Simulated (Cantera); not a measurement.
**Adiabatic ignition**

An adiabatic, constant-volume homogeneous reactor starts with 10.1 % CH₄, 0.324 % C₂H₆, 2.33 % C₃H₈, 18.3 % O₂, 68.9 % N₂, equivalence ratio 1.8, at 1148 K and 130000 Pa.

Cantera simulation using GRI-Mech 3.0 (53 species, 325 reactions); the numbers are that mechanism's predictions, not measurements. GRI-Mech 3.0 was tuned for natural gas; its chemistry of propane as a main component is partial and can be far from experiment.

```tsv
t (s)	T (K)	P (bar)	x CH₄	x C₂H₆	x C₃H₈	x C₂H₂	x HCO	x CO	x N₂O
3.00e-6	1148	1.30	0.101	0.00324	0.0233	<1e-12	<1e-12	<1e-12	<1e-12
8.46e-6	1148	1.30	0.101	0.00324	0.0233	<1e-12	<1e-12	<1e-12	<1e-12
2.38e-5	1148	1.30	0.101	0.00324	0.0233	<1e-12	<1e-12	2.48e-12	<1e-12
6.72e-5	1148	1.30	0.101	0.00324	0.0233	<1e-12	<1e-12	5.49e-11	<1e-12
0.000189	1148	1.30	0.101	0.00324	0.0233	1.38e-11	1.13e-12	2.29e-9	1.73e-12
0.000534	1148	1.30	0.101	0.00324	0.0232	5.31e-10	2.62e-11	1.33e-7	9.30e-12
0.00151	1148	1.30	0.101	0.00326	0.0231	1.03e-8	1.47e-10	2.74e-6	3.13e-11
0.00424	1150	1.30	0.101	0.00332	0.0226	1.19e-7	5.76e-10	3.15e-5	1.04e-10
0.0120	1158	1.31	0.100	0.00353	0.0207	1.76e-6	3.77e-9	0.000437	4.59e-10
0.0337	2680	3.58	3.24e-11	<1e-12	<1e-12	<1e-12	4.89e-7	0.128	4.30e-8
0.0950	2680	3.58	3.24e-11	<1e-12	<1e-12	<1e-12	4.89e-7	0.128	4.30e-8
0.268	2680	3.58	3.24e-11	<1e-12	<1e-12	<1e-12	4.89e-7	0.128	4.30e-8
0.755	2680	3.58	3.24e-11	<1e-12	<1e-12	<1e-12	4.89e-7	0.128	4.30e-8
2.13	2680	3.58	3.24e-11	<1e-12	<1e-12	<1e-12	4.89e-7	0.128	4.30e-8
6.00	2680	3.58	3.24e-11	<1e-12	<1e-12	<1e-12	4.89e-7	0.128	4.30e-8
```
x: mole fraction; the columns are a selection and need not sum to one.

time of steepest temperature rise: 20.3 ms
temperature at 6.00 s: 2680 K
equilibrium temperature: 2680 K
x(CH₄) at 6.00 s: 3.24e-11 (gas-phase equilibrium 3.65e-11)
x(C₂H₆) at 6.00 s: <1e-12 (gas-phase equilibrium <1e-12)
x(C₃H₈) at 6.00 s: <1e-12 (gas-phase equilibrium <1e-12)
